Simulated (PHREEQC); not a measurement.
0.079 g of hydrous ferric oxide (600 m²/g; 0.2 weak and 0.005 strong sites per Fe, Dzombak-Morel constants, diffuse double layer) in 1 kg of water with 0.001 mol/kgw of an inert sodium salt, at 25 °C; the pH is set by adding NaOH or the inert anion's acid. Oxygen is held at 0.21 atm. CO2 from the air is kept out. Precipitation was switched off in this run.

The numbers come from PHREEQC with the ion-association model, wateq4f.dat.

```tsv
pH	surface charge σ (C/m²)	surface potential ψ (mV)
4	0.118	210
4.5	0.078	191
5	0.050	169
5.5	0.031	145
6	0.019	119
6.5	0.011	92
7	0.006	…
7.5	0.003	35
8	…	6
8.5	-0.002	-23
9	…	…
9.5	…	-80
10	-0.015	-107
```

**Question.** Complete the blanks.

**Answer.** 
- 7, surface potential ψ (mV): 64
- 8, surface charge σ (C/m²): 0.000
- 9, surface charge σ (C/m²): -0.004
- 9, surface potential ψ (mV): -51
- 9.5, surface charge σ (C/m²): -0.008

Species that the database lacks are ignored.
